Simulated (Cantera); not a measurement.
What does this Cantera script print?

```python
import numpy as np
import cantera as ct

gas_names = [...]  # 113 gases of nasa_gas.yaml made of C, F, H, Si
cond_names = """
    C(gr) C6H6(L) C7H8(L) C8H18(L),n-octa Si(cr) Si(L) SiC(b)
""".split()


# ... load() reads the species with a 1 bar reference pressure and builds the phases ...
atoms = {
    'c-C4F8': {'C': 4, 'F': 8},
    'Si': {'Si': 1},
    'H2': {'H': 2},
}
top_T = {'C(gr)': 4500, 'SiC(b)': 3050}  # K; cautious upper limits of use, not melting points


# ... equilibrate(T, P, feed) seeds the gas with the atoms and calls Mixture.equilibrate('TP', solver="vcs", rtol=1e-11, max_steps=5000) ...
results = []
feed = {'c-C4F8': 1, 'Si': 0.0075, 'H2': 2.9}  # mol
P = 10000  # Pa
for T in [1475, 1625, 1775, 1925, 2075, 2225, 2375, 2525]:
    mix = equilibrate(T, P, feed)
    results.append((T, P, feed, dict(zip(mix.species_names, mix.species_moles))))

top = {s: max(r[3][s] / sum(r[3][g] for g in gas_names) for r in results) for s in gas_names}
cols = sorted((s for s in top if top[s] > 1e-05), key=lambda s: -top[s])[:7]
seen = [c for c in cond_names if any(r[3].get(c, 0) > 1e-12 for r in results)]
print("log10 of partial pressures in bar; condensed amounts in mol")
print(f"{'T/K':>10s}" + "".join(f"{s[:9]:>10s}" for s in cols + seen))
for T, P, feed, n in results:
    ng = sum(n[g] for g in gas_names)
    print(f"{T:10.4g}" + "".join(f"{np.log10(max(n[s] / ng * P / 1e5, 1e-99)):10.3f}" for s in cols)
          + "".join(f"{n.get(c, 0):10.4g}" for c in seen))
```

Result:

```
log10 of partial pressures in bar; condensed amounts in mol
       T/K        HF         F       CF2       CF4        CF       CF3      SiF4     C(gr)
      1475    -1.039    -6.409    -5.568    -2.068   -10.291    -6.189    -3.928     3.457
      1625    -1.039    -5.374    -4.657    -2.069    -8.707    -5.449    -3.928     3.457
      1775    -1.040    -4.515    -3.904    -2.073    -7.395    -4.838    -3.928     3.454
      1925    -1.041    -3.792    -3.277    -2.088    -6.292    -4.332    -3.929     3.442
      2075    -1.045    -3.182    -2.761    -2.136    -5.361    -3.927    -3.934      3.41
      2225    -1.056    -2.677    -2.364    -2.271    -4.580    -3.648    -3.945     3.344
      2375    -1.075    -2.287    -2.120    -2.593    -3.950    -3.558    -3.964     3.274
      2525    -1.094    -2.023    -2.065    -3.193    -3.476    -3.717    -3.985     3.296
```

These are equilibrium values from Cantera (NASA tables, ideal gas, pure condensed phases), not measurements of a reactor. The feed counts by its element totals alone. Gases not in the tables: C2F6 and larger saturated fluorocarbons.
